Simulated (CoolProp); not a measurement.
Saturation properties of R365MFC (Tc = 460.0 K, pc = 3266 kPa, ω = 0.377).

The numbers come from the reference Helmholtz-energy equation of state, Lemmon 2016 in CoolProp.

```
T (K)     p (kPa)  vapour density (kg/m³)  liquid cp (kJ/(kg K))  surface tension (mN/m)
-----  ----------  ----------------------  ---------------------  ----------------------
354.2       362.0                   20.49                  1.508                    9.02
362.4       449.3                   25.37             (withheld)                    8.18
370.7       553.2                   31.26                  1.560                    7.35
378.9       672.7                   38.17                  1.591                    6.54
387.1  (withheld)              (withheld)                  1.625                    5.75
395.3       969.8              (withheld)                  1.664              (withheld)
403.5        1151                   67.86                  1.711                    4.22
411.7        1358                   81.99                  1.770                    3.49
420          1595                   99.49                  1.847                    2.78
428.2  (withheld)                   121.1                  1.954                    2.11
436.4  (withheld)                   149.0             (withheld)                    1.47
444.6        2499                   187.1                  2.446                   0.876
452.8        2883                   246.1                  3.462                   0.349
```

Q: Fill in the missing entries.

A: 
- 362.4, liquid cp (kJ/(kg K)): 1.533
- 387.1, p (kPa): 811.0
- 387.1, vapour density (kg/m³): 46.39
- 395.3, vapour density (kg/m³): 56.16
- 395.3, surface tension (mN/m): 4.98
- 428.2, p (kPa): 1861
- 436.4, p (kPa): 2160
- 436.4, liquid cp (kJ/(kg K)): 2.122

It boils at 313.3 K under 1 atm.

Surface tension comes from a separate correlation (Mulero 2012).
